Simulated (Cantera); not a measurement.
A closed system holds: 1 mol Si, 7.2 mol HF, 1.1 mol F₂, held at 1425 K and 9.80e-5 bar.

Cantera equilibrium calculation (NASA polynomials, part measured and part estimated; ideal gas, pure solids and liquids). Candidate condensed phases: Si; 25 gas species. The tables' values for SiF₃ are old estimates; treat these amounts as uncertain. Rates play no part.

Question: What is the equilibrium state?

Answer: 
- x(HF): 0.740
- x(SiF₄): 0.136
- x(H₂): 0.123
- x(SiF₃): 0.000734
- x(H): 0.000241
- x(SiHF₃): 6.28e-6
- x(SiF₂): 2.58e-6
- gas amount: 7.304 mol
- log10 activity of Si(s) (absent): -8.82
